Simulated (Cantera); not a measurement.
Charge: 1 mol MgO, 0.42 mol Cl2, 0.095 mol N2, at 203 Torr.

Cantera equilibrium calculation (NASA polynomials, part measured and part estimated; ideal gas, pure solids and liquids). Candidate condensed phases: Mg, MgCl2, MgO; 18 gas species. Mutual solubility and eutectic melting of coexisting phases are not modelled. Kinetics and transport are ignored.

x: gas mole fraction; n: condensed amount in mol.

```json
[
 {"T (K)": "1050", "x Cl2": "0.793", "x N2": "0.187", "x MgCl2": "0.00211", "x O2": "0.0164", "x Cl": "0.00136", "n MgCl2(l)": "0.0156", "n MgO(s)": "0.983"},
 {"T (K)": "1075", "x Cl2": "0.790", "x N2": "0.187", "x MgCl2": "0.00351", "x O2": "0.0174", "x Cl": "0.00189", "n MgCl2(l)": "0.0159", "n MgO(s)": "0.982"},
 {"T (K)": "1100", "x Cl2": "0.787", "x N2": "0.187", "x MgCl2": "0.00568", "x O2": "0.0185", "x Cl": "0.00259", "n MgCl2(l)": "0.0160", "n MgO(s)": "0.981"},
 {"T (K)": "1125", "x Cl2": "0.782", "x N2": "0.186", "x MgCl2": "0.00899", "x O2": "0.0196", "x Cl": "0.00349", "n MgCl2(l)": "0.0154", "n MgO(s)": "0.980"},
 {"T (K)": "1150", "x Cl2": "0.776", "x N2": "0.185", "x MgCl2": "0.0139", "x O2": "0.0206", "x Cl": "0.00465", "n MgCl2(l)": "0.0140", "n MgO(s)": "0.979"},
 {"T (K)": "1175", "x Cl2": "0.767", "x N2": "0.184", "x MgCl2": "0.0211", "x O2": "0.0216", "x Cl": "0.00610", "n MgCl2(l)": "0.0114", "n MgO(s)": "0.978"},
 {"T (K)": "1200", "x Cl2": "0.756", "x N2": "0.182", "x MgCl2": "(withheld)", "x O2": "0.0224", "x Cl": "(withheld)", "n MgCl2(l)": "(withheld)", "n MgO(s)": "0.977"},
 {"T (K)": "1225", "x Cl2": "0.742", "x N2": "0.179", "x MgCl2": "0.0460", "x O2": "0.0230", "x Cl": "0.0101", "n MgCl2(l)": "0", "n MgO(s)": "0.976"},
 {"T (K)": "1250", "x Cl2": "0.721", "x N2": "0.178", "x MgCl2": "0.0588", "x O2": "0.0294", "x Cl": "0.0128", "n MgCl2(l)": "0", "n MgO(s)": "0.969"},
 {"T (K)": "1275", "x Cl2": "0.697", "x N2": "0.176", "x MgCl2": "0.0741", "x O2": "0.0370", "x Cl": "0.0159", "n MgCl2(l)": "0", "n MgO(s)": "0.960"},
 {"T (K)": "1300", "x Cl2": "0.668", "x N2": "0.174", "x MgCl2": "0.0919", "x O2": "0.0459", "x Cl": "0.0195", "n MgCl2(l)": "0", "n MgO(s)": "0.950"},
 {"T (K)": "1325", "x Cl2": "0.636", "x N2": "0.172", "x MgCl2": "(withheld)", "x O2": "(withheld)", "x Cl": "(withheld)", "n MgCl2(l)": "0", "n MgO(s)": "0.938"},
 {"T (K)": "1350", "x Cl2": "0.599", "x N2": "0.169", "x MgCl2": "0.135", "x O2": "0.0675", "x Cl": "0.0284", "n MgCl2(l)": "0", "n MgO(s)": "0.924"},
 {"T (K)": "1375", "x Cl2": "0.559", "x N2": "0.166", "x MgCl2": "0.160", "x O2": "0.0800", "x Cl": "0.0336", "n MgCl2(l)": "0", "n MgO(s)": "0.909"}
]
```

Problem. What belongs in the gaps?

Solution. 
- 1325, x MgCl2: 0.112
- 1325, x O2: 0.0560
- 1325, x Cl: 0.0237
- 1200, x MgCl2: 0.0314
- 1200, x Cl: 0.00791
- 1200, n MgCl2(l): 0.00698
